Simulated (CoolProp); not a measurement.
A simple Rankine cycle with the fluoroketone C6F12O (FK-5-1-12): condensing at 318.15 K, boiler at 1.5 MPa, turbine inlet 444.9 K, turbine efficiency 0.7, pump efficiency 0.8, no recuperator. Each further row changes one setting.

The numbers come from the reference Helmholtz-energy equation of state, McLinden 2015 in CoolProp.

```csv
case,thermal efficiency (%),net work (kJ/kg),heat in (kJ/kg),turbine exit temperature (K),volume ratio over the turbine
as stated,9.4,18.1,192,408.9,23.9
turbine inlet 464.9 K,9.1,19.7,216,431.5,21.4
condensing temperature 310.15 K,10.1,20.2,201,406.5,32.1
boiler pressure 1.05 MPa,8.5,17.0,199,417.5,14.1
turbine efficiency 0.6,8.0,15.4,192,411.8,24.1
```
